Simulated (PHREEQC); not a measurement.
Consider water at 25 °C with 0.064 mmol/kgw KOH, 2.7 mmol/kgw Fe(NO3)3 and 0.00089 mmol/kgw CuSO4. Closed to the air; pH follows from the charge balance.

All values are PHREEQC results (ion-association model, wateq4f.dat), not measurements.

Problem. The ionic strength comes out as 0.0127 mol/kgw. What activity coefficients do Fe3(OH)4+5, NO3-, H+, Fe(OH)2+, FeOH+2 get?

Solution. Fe3(OH)4+5 0.057, NO3- 0.89, H+ 0.91, Fe(OH)2+ 0.90, FeOH+2 0.64.

Precipitation was switched off in this run. Examples of supersaturated solids here: Hematite (slow to form), Goethite (slow to form). Others may be too.
